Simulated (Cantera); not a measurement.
Source: NASA polynomial tables (part measured, part estimated), evaluated in Cantera. Values are per mole of reaction as written; species without (g) are pure solids or liquids, kept so even where they would boil at 1 bar.

Task: Between 1025 and 1250 K, where is each reaction favourable under standard conditions?
- 2 Na₂S + C ⇌ 4 Na + CS₂(g)
- C + 2 Na₂S ⇌ 4 Na(g) + CS₂(g)
- 2 Na₂S ⇌ S₂(g) + 4 Na(g)

Result: 
- 2 Na₂S + C ⇌ 4 Na + CS₂(g): ΔG° is 587 kJ at 1025 K and 532 kJ at 1250 K; it stays positive (K < 1). ΔH° is 821 kJ and ΔS° 231 J/K at 1250 K.
- C + 2 Na₂S ⇌ 4 Na(g) + CS₂(g): ΔG° is 634 kJ at 1025 K and 504 kJ at 1250 K; it stays positive (K < 1). ΔH° is 1206 kJ and ΔS° 561 J/K at 1250 K.
- 2 Na₂S ⇌ S₂(g) + 4 Na(g): ΔG° is 652 kJ at 1025 K and 523 kJ at 1250 K; it stays positive (K < 1). ΔH° is 1216 kJ and ΔS° 554 J/K at 1250 K.
